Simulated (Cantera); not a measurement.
A closed system holds: 1 mol PbO, 0.047 mol CO, 4.7 mol N2, held at 0.173 Torr.

Cantera equilibrium calculation (NASA polynomials, part measured and part estimated; ideal gas, pure solids and liquids). Candidate condensed phases: C, Pb, PbO, PbO2, Pb3O4; 27 gas species. Equilibrium is a limit: real reactors are often held back by kinetics, nucleation or transport.

**Question.** Which condensed phases are stable at each of these points (T (K)): 725, 775, 825, 875, 925, 975, 1025, 1075?

**Answer.** 
| T (K) | condensed phases | Pb condensed (%) |
|---|---|---|
| 725 | Pb(l) + PbO(red) | 100.0 |
| 775 | Pb(l) + PbO(yellow) | 99.9 |
| 825 | Pb(l) + PbO(yellow) | 99.7 |
| 875 | Pb(l) + PbO(yellow) | 98.6 |
| 925 | PbO(yellow) | 95.3 |
| 975 | PbO(yellow) | 95.0 |
| 1025 | PbO(yellow) | 93.9 |
| 1075 | PbO(yellow) | 88.7 |

At 725 K the condensed part is Pb(l) + PbO(red). From 775 K to 875 K the condensed part is Pb(l) + PbO(yellow). From 925 K to 1075 K the condensed part is PbO(yellow).
